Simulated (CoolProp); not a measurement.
R142b along the isobar 2.4 MPa: Z from the reference equation and from simpler models built on Tc = 410.3 K, pc = 4.055 MPa, ω = 0.232; each cubic takes its own stable root.

Computed with CoolProp (reference Helmholtz-energy equation of state, Lemmon 2006). It is a short technical equation, of lower accuracy than the large ones.

| T (K) | phase | reference | van der Waals | Redlich-Kwong | Soave-Redlich-Kwong | Peng-Robinson |
|---|---|---|---|---|---|---|
| 280.8 | liquid | 0.08906 | 0.1471 | 0.1017 | 0.09851 | 0.08715 |
| 296.1 | liquid | 0.08720 | 0.1439 | 0.1002 | 0.09675 | 0.08551 |
| 311.5 | liquid | 0.08587 | 0.1418 | 0.09947 | 0.09577 | 0.08458 |
| 326.8 | liquid | 0.08513 | 0.1409 | 0.09970 | 0.09572 | 0.08449 |
| 342.2 | liquid | 0.08509 | 0.1416 | 0.1012 | 0.09683 | 0.08545 |
| 357.5 | liquid | 0.08602 | 0.1450 | 0.1045 | 0.09966 | 0.08797 |
| 372.9 | liquid | 0.08858 | 0.6997 | 0.1115 | 0.1057 | 0.09340 |
| 388.2 | gas | 0.6709 | 0.7419 | 0.6979 | 0.6867 | 0.6647 |
| 403.6 | gas | 0.7331 | 0.7744 | 0.7444 | 0.7418 | 0.7207 |
| 418.9 | gas | 0.7760 | 0.8003 | 0.7794 | 0.7821 | 0.7619 |

At some of these states van der Waals gives the other phase, because its saturation line lies elsewhere.
